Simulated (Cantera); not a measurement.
A jet of 2.19 % H2, 15.6 % O2, 82.2 % N2 at 300 K and 15.8 Torr hits a platinum plate 2.6 cm away at a mass flux of 0.051 kg/m²/s; the plate temperature is set and raised in steps from an oxygen-covered start.

Detailed kinetics in Cantera: Deutschmann's 1995 Pt surface mechanism with GRI-Mech 3.0 gas chemistry. Catalytic surfaces can have several steady states; this one follows from the mechanism file's or the stated starting coverage.

x: mole fraction at the wall; θ: surface coverage.

```json
[
 {"plate T (K)": "700", "wall x H2": "0.00627", "wall x O2": "0.140", "wall x H2O": "0.0296", "wall x OH": "<1e-8", "θ free Pt": "0.0887", "θ O*": "0.910", "θ OH*": "0.00144"},
 {"plate T (K)": "750", "wall x H2": "0.00554", "wall x O2": "0.139", "wall x H2O": "0.0308", "wall x OH": "<1e-8", "θ free Pt": "0.109", "θ O*": "0.890", "θ OH*": "0.00117"},
 {"plate T (K)": "800", "wall x H2": "0.00448", "wall x O2": "0.138", "wall x H2O": "0.0326", "wall x OH": "<1e-8", "θ free Pt": "0.149", "θ O*": "0.850", "θ OH*": "0.00103"},
 {"plate T (K)": "850", "wall x H2": "0.00355", "wall x O2": "0.137", "wall x H2O": "0.0342", "wall x OH": "___", "θ free Pt": "0.205", "θ O*": "0.794", "θ OH*": "0.000921"},
 {"plate T (K)": "900", "wall x H2": "0.00289", "wall x O2": "0.136", "wall x H2O": "0.0353", "wall x OH": "___", "θ free Pt": "0.271", "θ O*": "0.728", "θ OH*": "0.000819"},
 {"plate T (K)": "950", "wall x H2": "0.00243", "wall x O2": "0.136", "wall x H2O": "0.0360", "wall x OH": "___", "θ free Pt": "0.340", "θ O*": "0.659", "θ OH*": "0.000719"}
]
```

Problem. What belongs in the gaps?

Solution. 
- 850, wall x OH: 2.17e-8
- 900, wall x OH: 6.85e-8
- 950, wall x OH: 1.92e-7
